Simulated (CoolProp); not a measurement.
CHF3 (R23) along the isotherm 319.6 K: fugacity coefficient from the reference equation and from simpler models built on Tc = 299.3 K, pc = 4.832 MPa, ω = 0.263; each cubic takes its own stable root.

Model: reference Helmholtz-energy equation of state, Penoncello 2003, in CoolProp.

```json
[
 {"p (MPa)": "3.72", "phase": "gas", "reference": "0.7880", "van der Waals": "0.8072", "Soave-Redlich-Kwong": "0.7996", "Peng-Robinson": "0.7791"},
 {"p (MPa)": "7.43", "phase": "supercritical", "reference": "0.5886", "van der Waals": "0.6016", "Soave-Redlich-Kwong": "0.6113", "Peng-Robinson": "0.5841"},
 {"p (MPa)": "11.2", "phase": "supercritical", "reference": "0.4484", "van der Waals": "0.4771", "Soave-Redlich-Kwong": "0.4817", "Peng-Robinson": "0.4542"},
 {"p (MPa)": "14.9", "phase": "supercritical", "reference": "0.3768", "van der Waals": "0.4188", "Soave-Redlich-Kwong": "0.4149", "Peng-Robinson": "0.3864"},
 {"p (MPa)": "18.6", "phase": "supercritical", "reference": "0.3347", "van der Waals": "0.3881", "Soave-Redlich-Kwong": "0.3760", "Peng-Robinson": "0.3462"},
 {"p (MPa)": "22.3", "phase": "supercritical", "reference": "0.3080", "van der Waals": "0.3721", "Soave-Redlich-Kwong": "0.3521", "Peng-Robinson": "0.3206"},
 {"p (MPa)": "26", "phase": "supercritical", "reference": "0.2904", "van der Waals": "0.3653", "Soave-Redlich-Kwong": "0.3373", "Peng-Robinson": "0.3038"},
 {"p (MPa)": "29.7", "phase": "supercritical", "reference": "0.2787", "van der Waals": "0.3647", "Soave-Redlich-Kwong": "0.3284", "Peng-Robinson": "0.2928"},
 {"p (MPa)": "33.5", "phase": "supercritical", "reference": "0.2710", "van der Waals": "0.3690", "Soave-Redlich-Kwong": "0.3237", "Peng-Robinson": "0.2856"},
 {"p (MPa)": "37.2", "phase": "supercritical", "reference": "0.2665", "van der Waals": "0.3770", "Soave-Redlich-Kwong": "0.3223", "Peng-Robinson": "0.2816"},
 {"p (MPa)": "40.9", "phase": "supercritical", "reference": "0.2643", "van der Waals": "0.3882", "Soave-Redlich-Kwong": "0.3234", "Peng-Robinson": "0.2798"},
 {"p (MPa)": "44.6", "phase": "supercritical", "reference": "0.2639", "van der Waals": "0.4024", "Soave-Redlich-Kwong": "0.3265", "Peng-Robinson": "0.2799"},
 {"p (MPa)": "48.3", "phase": "supercritical", "reference": "0.2650", "van der Waals": "0.4194", "Soave-Redlich-Kwong": "0.3314", "Peng-Robinson": "0.2815"}
]
```
